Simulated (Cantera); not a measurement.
A closed system holds: 1 mol Si, 0.67 mol O2, 3.2 mol N2, held at 120000 Pa.

Cantera equilibrium calculation (NASA polynomials, part measured and part estimated; ideal gas, pure solids and liquids). Candidate condensed phases: Si, SiO2, Si2N2O, Si3N4; 16 gas species. N2 is the only nitrogen source here; it is nearly inert below about 1500 K, so the nitride shown seldom forms there in practice. Mutual solubility and eutectic melting of coexisting phases are not modelled. The tables hold silica as quartz up to 1696 K and as liquid above; real silica turns to tridymite and cristobalite and melts near 1996 K. Rates play no part.

x: gas mole fraction; n: condensed amount in mol.

```json
[
 {"T (K)": "1175", "x N2": "1.00", "x SiO": "…", "n SiO2(β-quartz)": "0.560", "n Si2N2O(s)": "0.220", "n SiO2(condensed)": "0"},
 {"T (K)": "1225", "x N2": "1.00", "x SiO": "…", "n SiO2(β-quartz)": "0.560", "n Si2N2O(s)": "0.220", "n SiO2(condensed)": "0"},
 {"T (K)": "1275", "x N2": "1.00", "x SiO": "…", "n SiO2(β-quartz)": "0.560", "n Si2N2O(s)": "0.220", "n SiO2(condensed)": "0"},
 {"T (K)": "1325", "x N2": "1.00", "x SiO": "…", "n SiO2(β-quartz)": "0.560", "n Si2N2O(s)": "0.220", "n SiO2(condensed)": "0"},
 {"T (K)": "1375", "x N2": "1.00", "x SiO": "…", "n SiO2(β-quartz)": "0.560", "n Si2N2O(s)": "0.220", "n SiO2(condensed)": "0"},
 {"T (K)": "1425", "x N2": "1.00", "x SiO": "…", "n SiO2(β-quartz)": "0.560", "n Si2N2O(s)": "0.220", "n SiO2(condensed)": "0"},
 {"T (K)": "1475", "x N2": "1.000", "x SiO": "…", "n SiO2(β-quartz)": "0.560", "n Si2N2O(s)": "0.220", "n SiO2(condensed)": "0"},
 {"T (K)": "1525", "x N2": "1.000", "x SiO": "…", "n SiO2(β-quartz)": "0.560", "n Si2N2O(s)": "0.220", "n SiO2(condensed)": "0"},
 {"T (K)": "1575", "x N2": "1.000", "x SiO": "…", "n SiO2(β-quartz)": "0.560", "n Si2N2O(s)": "0.220", "n SiO2(condensed)": "0"},
 {"T (K)": "1625", "x N2": "1.000", "x SiO": "…", "n SiO2(β-quartz)": "0.560", "n Si2N2O(s)": "0.220", "n SiO2(condensed)": "0"},
 {"T (K)": "1675", "x N2": "1.000", "x SiO": "…", "n SiO2(β-quartz)": "0.560", "n Si2N2O(s)": "0.220", "n SiO2(condensed)": "0"},
 {"T (K)": "1725", "x N2": "1.000", "x SiO": "…", "n SiO2(β-quartz)": "0", "n Si2N2O(s)": "0.220", "n SiO2(condensed)": "0.560"}
]
```

### Question
Complete the blanks.

### Answer

- 1175, x SiO: 2.41e-11
- 1225, x SiO: 2.00e-10
- 1275, x SiO: 1.40e-9
- 1325, x SiO: 8.47e-9
- 1375, x SiO: 4.47e-8
- 1425, x SiO: 2.10e-7
- 1475, x SiO: 8.82e-7
- 1525, x SiO: 3.37e-6
- 1575, x SiO: 1.18e-5
- 1625, x SiO: 3.82e-5
- 1675, x SiO: 0.000115
- 1725, x SiO: 0.000322
